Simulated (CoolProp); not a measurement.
Properties of ethylene at several states (Tc = 282.4 K, pc = 5042 kPa, ω = 0.087).

Computed with CoolProp (reference Helmholtz-energy equation of state, Smukala 2000).

| T (K) | p (kPa) | phase | density (kg/m³) | cp (kJ/(kg K)) | fugacity coefficient |
|---|---|---|---|---|---|
| 217.1 | 3330 | liquid | 497.5 | 2.604 | 0.2451 |
| 201.9 | 263 | gas | 4.631 | 1.374 | 0.9516 |
| 425.6 | 1200 | gas | 9.712 | 2.023 | 0.9798 |
| 287.6 | 26500 | supercritical | 439.6 | 2.588 | 0.2581 |
| 161 | 211 | liquid | 579.6 | 2.407 | 0.2800 |
